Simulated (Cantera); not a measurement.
An adiabatic, constant-pressure homogeneous reactor starts with CH4 : C2H6 : O2 : N2 = 1 : 0.083 : 2.55 : 12.5 (molar parts), at 1723 K and 0.987 atm. Integrator tolerance rtol = 1e-08.

Model: GRI-Mech 3.0 (53 species, 325 reactions), integrated in Cantera.

**Question.** What does this change do: C2H6 0.083 to 0.053 parts?

**Answer.** 
```tsv
quantity	before	after
time of steepest temperature rise	70.2 µs	84.0 µs
temperature at 3.00 s	2701 K	2685 K
equilibrium temperature	2701 K	2685 K
x(CH4) at 3.00 s	<1e-12 (gas-phase equilibrium <1e-12)	<1e-12 (gas-phase equilibrium <1e-12)
x(C2H6) at 3.00 s	<1e-12 (gas-phase equilibrium <1e-12)	<1e-12 (gas-phase equilibrium <1e-12)
x(O2) at 3.00 s	0.0240 (gas-phase equilibrium 0.0240)	0.0275 (gas-phase equilibrium 0.0275)
x(NO) at 3.00 s	0.0105 (gas-phase equilibrium 0.0105)	0.0110 (gas-phase equilibrium 0.0110)
x(CH2CO) at 3.00 s	<1e-12 (gas-phase equilibrium <1e-12)	<1e-12 (gas-phase equilibrium <1e-12)
```
